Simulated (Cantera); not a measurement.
## Fe(CO)5 + O2 + N2 + H2 (iron carbonyl, mercury and lead vapours)

Input: 1 mol Fe(CO)5, 0.44 mol O2, 14 mol N2, 0.21 mol H2, held at 100000 Pa.

These are equilibrium values from Cantera (NASA tables, ideal gas, pure condensed phases), not measurements of a reactor. Candidate condensed phases: C, C6H6, C7H8, C8H18, Fe, Fe(CO)5, FeO, Fe(OH)2, Fe(OH)3, Fe2O3, Fe3O4, H2O; 140 gas species. Mutual solubility and eutectic melting of coexisting phases are not modelled. The tables' stoichiometric FeO is somewhat more stable than real wüstite, so its field is too wide. FeO: taken at fixed stoichiometry. Condensed phases not in the tables: cementite and carbon dissolved in iron. Equilibrium is a limit: real reactors are often held back by kinetics, nucleation or transport.

| T (K) | x N2 | x CO | x CO2 | x H2 | x H2O | x CH4 | x H | x Fe | n C(graphite) | n Fe(α) | n Fe(γ) | n FeO(s) |
|---|---|---|---|---|---|---|---|---|---|---|---|---|
| 973 | 0.730 | 0.214 | 0.0458 | 0.00964 | 0.00128 | 1.19e-5 | 1.06e-10 | <1e-12 | 0.0226 | 1.00 | 0 | 0 |
| 1023 | 0.729 | 0.216 | 0.0443 | 0.00944 | 0.00148 | 2.52e-6 | 4.02e-10 | <1e-12 | 0 | 1.00 | 0 | 0 |
| 1073 | 0.729 | 0.216 | 0.0441 | 0.00920 | 0.00173 | 5.81e-7 | 1.34e-9 | <1e-12 | 0 | 1.00 | 0 | 0 |
| 1123 | 0.729 | 0.216 | 0.0438 | 0.00895 | 0.00198 | 1.52e-7 | 4.03e-9 | 3.12e-12 | 0 | 1.00 | 0 | 0 |
| 1173 | 0.729 | 0.217 | 0.0436 | 0.00870 | 0.00223 | 4.43e-8 | 1.10e-8 | 1.96e-11 | 0 | 1.00 | 0 | 0 |
| 1223 | 0.729 | 0.217 | 0.0430 | 0.00848 | 0.00245 | 1.45e-8 | 2.77e-8 | 1.06e-10 | 0 | 0 | 0.993 | 0.00698 |
| 1273 | 0.729 | 0.219 | 0.0415 | 0.00832 | 0.00261 | 5.38e-9 | 6.50e-8 | 4.98e-10 | 0 | 0 | 0.968 | 0.0317 |
| 1323 | 0.729 | 0.220 | 0.0402 | 0.00816 | 0.00277 | 2.16e-9 | 1.43e-7 | 2.08e-9 | 0 | 0 | 0.946 | 0.0544 |
| 1373 | 0.729 | 0.221 | 0.0390 | 0.00802 | 0.00291 | 9.26e-10 | 2.98e-7 | 7.80e-9 | 0 | 0 | 0.925 | 0.0754 |
| 1423 | 0.729 | 0.222 | 0.0378 | 0.00789 | 0.00304 | 4.22e-10 | 5.90e-7 | 2.67e-8 | 0 | 0 | 0.905 | 0.0948 |
| 1473 | 0.729 | 0.224 | 0.0368 | 0.00777 | 0.00316 | 2.04e-10 | 1.12e-6 | 8.36e-8 | 0 | 0 | 0.887 | 0.113 |
| 1523 | 0.729 | 0.224 | 0.0358 | 0.00765 | 0.00328 | 1.03e-10 | 2.02e-6 | 2.43e-7 | 0 | 0 | 0.871 | 0.129 |
| 1573 | 0.729 | 0.225 | 0.0349 | 0.00755 | 0.00338 | 5.47e-11 | 3.53e-6 | 6.57e-7 | 0 | 0 | 0.855 | 0.145 |
| 1623 | 0.729 | 0.226 | 0.0340 | 0.00745 | 0.00348 | 3.03e-11 | 5.97e-6 | 1.67e-6 | 0 | 0 | 0.840 | 0.159 |
x: gas mole fraction; n: condensed amount in mol.

At 973 K the condensed part is C(graphite) + Fe(α). From 1023 K to 1173 K the condensed part is Fe(α). From 1223 K to 1623 K the condensed part is Fe(γ) + FeO(s).
